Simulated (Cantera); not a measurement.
Charge: 1 mol Pb, 0.54 mol NH3, 47 mol H2, held at 3300 Torr.

Equilibrium computed with Cantera from the NASA thermochemical tables; the gas is ideal and each condensed phase is pure. Candidate condensed phases: Pb; 11 gas species. Rates play no part.

Question: What share of the Pb ends up in condensed phases as a function of T (°C), at 627, 727, 827, 927, 1027, 1127, 1227, 1327, 1427, 1527, 1627, 1727?

Answer: 
```
T (°C)  Pb condensed (%)     as
------  ----------------  -----
627                100.0  Pb(l)
727                100.0  Pb(l)
827                 99.9  Pb(l)
927                 99.3  Pb(l)
1027                97.1  Pb(l)
1127                90.5  Pb(l)
1227                73.0  Pb(l)
1327                32.8  Pb(l)
1427                 0.0      -
1527                 0.0      -
1627                 0.0      -
1727                 0.0      -
```
